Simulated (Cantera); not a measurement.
What does this Cantera script print?

```python
import numpy as np
import cantera as ct

gas = ct.Solution("h2o2.yaml")
gas.TPX = 598, 1000000, {'H2': 1, 'O2': 0.357, 'N2': 1.34, 'H2O': 0.3}
inlet = ct.Reservoir(gas, clone=True)
gas.equilibrate("HP")  # start burning
reactor = ct.IdealGasConstPressureReactor(gas, energy="on", clone=False)
exhaust = ct.Reservoir(gas, clone=True)
tau = [0.03, 0.018, 0.01, 0.006, 0.0035, 0.002, 0.0012, 0.00069, 0.0004, 0.00023, 0.00014, 7.9e-05][0]
for a, b in ((inlet, reactor), (reactor, exhaust)):
    ct.MassFlowController(a, b, mdot=lambda t: reactor.mass / tau)
net = ct.ReactorNet([reactor])
show = ['H2', 'O2', 'H2O', 'OH', 'H', 'H2O2']

rows = []
print(f"{'tau/s':>10s}{'T/K':>9s}" + "".join(f"{s:>11s}" for s in show))
for tau in [0.03, 0.018, 0.01, 0.006, 0.0035, 0.002, 0.0012, 0.00069, 0.0004, 0.00023, 0.00014, 7.9e-05]:
    net.initial_time = 0.0
    net.advance(30 * tau)
    before = gas.X
    net.advance(40 * tau)
    drift = np.max(np.abs(gas.X - before) / (gas.X + 1e-9))
    rows.append([gas.T, *gas[show].X, drift])
    print(f"{tau:10.3e}{gas.T:9.1f}" + "".join(f"{x:11.3e}" for x in gas[show].X))
```

It prints:

```
     tau/s      T/K         H2         O2        H2O         OH          H       H2O2
 3.000e-02   2303.8  1.080e-01  2.493e-05  3.830e-01  6.603e-04  1.151e-03  1.847e-08
 1.800e-02   2303.0  1.080e-01  3.613e-05  3.829e-01  6.984e-04  1.219e-03  2.196e-08
 1.000e-02   2301.7  1.080e-01  5.595e-05  3.828e-01  7.680e-04  1.344e-03  2.875e-08
 6.000e-03   2299.8  1.080e-01  8.137e-05  3.826e-01  8.603e-04  1.509e-03  3.857e-08
 3.500e-03   2297.1  1.080e-01  1.192e-04  3.823e-01  1.001e-03  1.763e-03  5.527e-08
 2.000e-03   2293.0  1.080e-01  1.744e-04  3.818e-01  1.205e-03  2.136e-03  8.328e-08
 1.200e-03   2287.9  1.080e-01  2.443e-04  3.812e-01  1.454e-03  2.599e-03  1.230e-07
 6.900e-04   2280.6  1.080e-01  3.500e-04  3.804e-01  1.802e-03  3.258e-03  1.876e-07
 4.000e-04   2271.2  1.081e-01  4.979e-04  3.794e-01  2.233e-03  4.099e-03  2.801e-07
 2.300e-04   2258.8  1.081e-01  7.125e-04  3.780e-01  2.768e-03  5.187e-03  4.098e-07
 1.400e-04   2244.5  1.083e-01  9.828e-04  3.763e-01  3.335e-03  6.403e-03  5.605e-07
 7.900e-05   2223.7  1.086e-01  1.423e-03  3.739e-01  4.091e-03  8.146e-03  7.768e-07
```

Cantera simulation using the H2/O2 subset of GRI-Mech 3.0, which has no nitrogen chemistry; the numbers are that mechanism's predictions, not measurements. The hydrogen kinetics of GRI-Mech 3.0 are dated; newer H2 mechanisms differ, most at raised pressure.
